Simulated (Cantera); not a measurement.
An adiabatic, constant-volume homogeneous reactor starts with CH4 : H2 : O2 : N2 = 1 : 1.5 : 1.25 : 4.7 (molar parts), at 1550 K and 1.00 bar.

Detailed kinetics in Cantera: GRI-Mech 3.0 (53 species, 325 reactions).

Predict: time of steepest temperature rise; temperature at 0.300 s; equilibrium temperature; x(H2) at 0.300 s; x(O2) at 0.300 s; x(HCN) at 0.300 s; x(NO2) at 0.300 s; x(CH2O) at 0.300 s.


- time of steepest temperature rise = 91.4 µs
- temperature at 0.300 s = 2786 K
- equilibrium temperature = 2786 K
- x(H2) at 0.300 s = 0.214 (gas-phase equilibrium 0.214)
- x(O2) at 0.300 s = 9.89e-5 (gas-phase equilibrium 9.89e-5)
- x(HCN) at 0.300 s = 1.94e-7 (gas-phase equilibrium 1.94e-7)
- x(NO2) at 0.300 s = 1.30e-8 (gas-phase equilibrium 1.30e-8)
- x(CH2O) at 0.300 s = 1.67e-8 (gas-phase equilibrium 1.67e-8)
